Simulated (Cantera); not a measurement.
A perfectly stirred reactor is fed with H2 : O2 : N2 : NO = 1 : 0.877 : 4.82 : 0.014 (molar parts), at 9.87 atm; it is adiabatic with a 750 K inlet, and is followed from long to short residence time, starting on the burning branch (τ in s: 0.21, 0.075, 0.027, 0.0095, 0.0034, 0.0012, 0.00043, 0.00015, 5.4e-05).

Detailed kinetics in Cantera: GRI-Mech 3.0 (53 species, 325 reactions). The hydrogen kinetics of GRI-Mech 3.0 are dated; newer H2 mechanisms differ, most at raised pressure. The mechanism lacks 2 NO + O2 → 2 NO2 and HONO, so NO2 and the effect of NO are under-described below about 1400 K.

One state of this run: T (K) = 1855; x H2 = 3.57e-5; x O2 = 0.0605; x NO = 0.00225; x H2O2 = 1.63e-7; x H = 1.29e-6; x H2O = 0.161. x: mole fraction; the columns are a selection and need not sum to one.

Question: Which value of τ (s) does it belong to?
(A) 0.21
(B) 0.0034
(C) 0.00043
(D) 0.075

Answer: D, 0.075
